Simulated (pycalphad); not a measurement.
An equivalent pycalphad script:

```python
from pycalphad import Database, equilibrium, calculate, variables as v
import numpy as np
db = Database('COST507.tdb')
comps = ['AL', 'SI', 'FE', 'VA']
phases = ['AL13FE4', 'AL2FE', 'AL5FE2', 'AL5FE4', 'ALFESI_ALPHA', 'ALFESI_BETA', 'ALFESI_DELTA', 'ALFESI_GAMMA', 'ALFESI_TAU1', 'ALFESI_TAU3', 'BCC_B2', 'DIAMOND_A4', 'FCC_A1', 'FE2SI', 'FE5SI3', 'FESI', 'FESI2_H', 'FESI2_L', 'LIQUID']
eq = equilibrium(db, comps, phases, {v.X('SI'): 0.002, v.X('FE'): 0.0734, v.T: np.arange(1850, 499, -75), v.P: 101325, v.N: 1}, output=['HM', 'SM'])
```

Source of the numbers: pycalphad with the COST 507 light-alloy database (1999); pressure 1 atm. These are 1990s assessments: newer ones move some temperatures and phases. Phase fractions are per mole of atoms. Kinetics are ignored, which matters at the lower temperatures.

Results at three of the temperatures:

```
T = 1325.00 K, P = 101325 Pa, N = 1 mol of atoms
G = -74953 J/mol, H = 35568 J/mol, S = 83.41 J/(mol K)  (SER reference)
chemical potentials (J/mol): Al -69304, Si -120322, Fe -144878
phase             fraction      x(Al)      x(Si)      x(Fe)
LIQUID              1.0000     0.9246     0.0020     0.0734
```

```
T = 1250.00 K, P = 101325 Pa, N = 1 mol of atoms
G = -68767 J/mol, H = 33163 J/mol, S = 81.54 J/(mol K)  (SER reference)
chemical potentials (J/mol): Al -63146, Si -110204, Fe -138441
phase             fraction      x(Al)      x(Si)      x(Fe)
LIQUID              1.0000     0.9246     0.0020     0.0734
```

```
T = 650.00 K, P = 101325 Pa, N = 1 mol of atoms
G = -30214 J/mol, H = 477 J/mol, S = 47.22 J/(mol K)  (SER reference)
chemical potentials (J/mol): Al -22377, Si -26712, Fe -129028
phase             fraction      x(Al)      x(Si)      x(Fe)
FCC_A1              0.6837     0.9998    0.00024   3.67e-06
AL13FE4             0.2910     0.7642   9.54e-05     0.2357
ALFESI_ALPHA        0.0253     0.7386     0.0714     0.1900
```

Changes of the phase set, refined by bisection:

| T (°C) | phases above | phases below |
|---|---|---|
| 959.3 | LIQUID | AL13FE4 + LIQUID |
| 652.4 | AL13FE4 + LIQUID | AL13FE4 + FCC_A1 + LIQUID |
| 641.3 | AL13FE4 + FCC_A1 + LIQUID | AL13FE4 + FCC_A1 |
| 570.0 | AL13FE4 + FCC_A1 | AL13FE4 + ALFESI_ALPHA + FCC_A1 |

Database names, with the compositions (at.%) that they take in these runs: AL13FE4: Al 76 Fe 24; ALFESI_ALPHA: Al 74 Fe 19 Si 7. FCC_A1 is fcc.
